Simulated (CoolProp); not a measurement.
Vapour-liquid equilibrium of acetone (1) + cyclohexane (2) at 291.6 K; x and y are mole fractions of (1).

The numbers come from the multi-fluid Helmholtz-energy mixture model, Lemmon 2006 and Zhou 2014; pair parameters Bell 2016 in CoolProp.

| x | bubble pressure (MPa) | y at the bubble point | dew pressure at overall composition x (MPa) | liquid density (mol/L) |
|---|---|---|---|---|
| 0.05 | 0.01640 | 0.436 | 0.01009 | 9.398 |
| 0.15 | 0.02282 | 0.618 | 0.01122 | 9.675 |
| 0.25 | 0.02493 | 0.663 | 0.01262 | 9.981 |
| 0.35 | 0.02554 | 0.677 | 0.01441 | 10.32 |
| 0.45 | 0.02572 | 0.682 | 0.01676 | 10.69 |
| 0.55 | 0.02586 | 0.688 | 0.01996 | 11.11 |
| 0.65 | 0.02602 | 0.702 | 0.02432 | 11.57 |
| 0.75 | 0.02606 | 0.732 | 0.02598 | 12.09 |
| 0.85 | 0.02567 | 0.789 | 0.02500 | 12.66 |
| 0.95 | 0.02431 | 0.903 | 0.02368 | 13.29 |

y crosses x between x = 0.65 and 0.75: the model has an azeotrope there.

Pair parameters are fitted to limited data, so mixtures are less certain than the pure fluids. With so large a gap from Raoult's law the liquid may split in two, which this calculation doesn't test in full.
